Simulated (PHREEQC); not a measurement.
**Copper plating or etch bath**

A solution holds 110 mmol/kgw CuSO4 and 0.23 mmol/kgw FeCl3, at 25 °C. Closed to the air; pH follows from the charge balance.

The numbers come from PHREEQC with the ion-association model, phreeqc.dat.

This is a speciation only: nothing precipitates in the calculation.

Problem. Estimate the pH, specific conductance.

Solution. pH 4.09; specific conductance 9290 µS/cm.

Problem. In which forms is S present?

Solution. SO4-2 51 %, CuSO4 49 % of the S.

Examples of supersaturated solids here: Fe(OH)3(a), Hematite (slow to form). Others may be too.
